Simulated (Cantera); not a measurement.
A Cantera script and what it prints.

```python
import numpy as np
import cantera as ct

gas_names = """
    CL CL2 H HCL H2 N NH NH2 NH3 N2 N2H2 N2H4 Si SiCL SiCL2 SiCL3 SiCL4 SiH SiHCL3 SiH2 SiH2CL2 SiH3
    SiH3CL SiH4 SiN Si2 Si2N Si3
""".split()
cond_names = """
    NH4CL(a) NH4CL(b) Si(cr) Si(L) Si3N4(a)
""".split()


# ... load() reads the species with a 1 bar reference pressure and builds the phases ...
atoms = {
    'SiH2Cl2': {'Si': 1, 'H': 2, 'CL': 2},
    'N2': {'N': 2},
    'NH3': {'N': 1, 'H': 3},
}
top_T = {'Si3N4(a)': 2400}  # K; cautious upper limits of use, not melting points


# ... equilibrate(T, P, feed) seeds the gas with the atoms and calls Mixture.equilibrate('TP', solver="vcs", rtol=1e-11, max_steps=5000) ...
results = []
feed = {'SiH2Cl2': 1, 'N2': 22, 'NH3': 25}  # mol
P = 37  # Pa
for T in [950, 1100, 1250, 1400, 1550, 1700, 1850, 2000]:
    mix = equilibrate(T, P, feed)
    results.append((T, P, feed, dict(zip(mix.species_names, mix.species_moles))))

top = {s: max(r[3][s] / sum(r[3][g] for g in gas_names) for r in results) for s in gas_names}
cols = sorted((s for s in top if top[s] > 1e-06), key=lambda s: -top[s])[:6]
seen = [c for c in cond_names if any(r[3].get(c, 0) > 1e-12 for r in results)]
print("log10 of partial pressures in bar; condensed amounts in mol")
print(f"{'T/K':>10s}" + "".join(f"{s[:9]:>10s}" for s in cols + seen))
for T, P, feed, n in results:
    ng = sum(n[g] for g in gas_names)
    print(f"{T:10.4g}" + "".join(f"{np.log10(max(n[s] / ng * P / 1e5, 1e-99)):10.3f}" for s in cols)
          + "".join(f"{n.get(c, 0):10.4g}" for c in seen))
```

It prints:

```
log10 of partial pressures in bar; condensed amounts in mol
       T/K        H2        N2         H       HCL        Si     SiCL2     Si(L)  Si3N4(a)
       950    -3.723    -3.768   -11.116    -4.996   -22.346   -11.448         0    0.3333
      1100    -3.723    -3.768    -9.449    -4.996   -17.126    -9.460         0    0.3333
      1250    -3.723    -3.768    -8.177    -4.997   -13.168    -7.958         0    0.3326
      1400    -3.723    -3.768    -7.174    -5.010   -10.067    -6.810         0     0.323
      1550    -3.722    -3.767    -6.363    -5.088    -7.574    -6.027         0    0.2686
      1700    -3.729    -3.765    -5.696    -5.119    -6.168    -5.955    0.6182         0
      1850    -3.743    -3.773    -5.140    -5.091    -5.404    -6.193         0         0
      2000    -3.771    -3.782    -4.674    -5.071    -5.344    -6.976         0         0
```

Cantera equilibrium calculation (NASA polynomials, part measured and part estimated; ideal gas, pure solids and liquids). The tables' values for SiCl, SiN are old estimates; treat these amounts as uncertain. Gases not in the tables: Si2H6 and higher silanes.
